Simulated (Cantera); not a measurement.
A perfectly stirred reactor is fed with CH4 : CO : O2 : N2 = 1 : 0.048 : 3.49 : 13.1 (molar parts), at 32000 Pa; it is adiabatic with a 798 K inlet, and is followed from long to short residence time, starting on the burning branch (τ in s: 0.19, 0.076, 0.031, 0.013, 0.0053, 0.0022, 0.00089, 0.00037, 0.00015, 6.2e-05, 2.5e-05).

Cantera simulation using GRI-Mech 3.0 (53 species, 325 reactions); the numbers are that mechanism's predictions, not measurements.

One state of this run: T (K) = 1897; x CH4 = 4.80e-5; x CO = 0.00664; x O2 = 0.0836; x H2O2 = 1.03e-7; x C2H2 = 6.03e-10; x CH2 = 5.13e-7. x: mole fraction; the columns are a selection and need not sum to one.

Task: Which value of τ (s) does it belong to?
(A) 2.5e-5
(B) 0.00089
(C) 0.0053
(D) 0.00015

Result: C, 0.0053
